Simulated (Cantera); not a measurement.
A perfectly stirred reactor is fed with CH4 : O2 : N2 = 0.0041 : 0.0024 : 1 (molar parts), at 713 Torr; it is held at 1600 K, and followed from long to short residence time.

Cantera simulation using GRI-Mech 3.0 (53 species, 325 reactions); the numbers are that mechanism's predictions, not measurements.

One state of this run: x CH4 = 0.000786; x O2 = 0.000114; x C2H = 4.32e-9; x CH2O = 4.77e-7; x CH2CO = 2.06e-6; x CO = 0.00158; x H2O = 0.00245. x: mole fraction; the columns are a selection and need not sum to one.

Problem. Which value of τ (s) does it belong to?
(A) 2.3
(B) 0.00050
(C) 0.43
(D) 0.079

Solution. C, 0.43
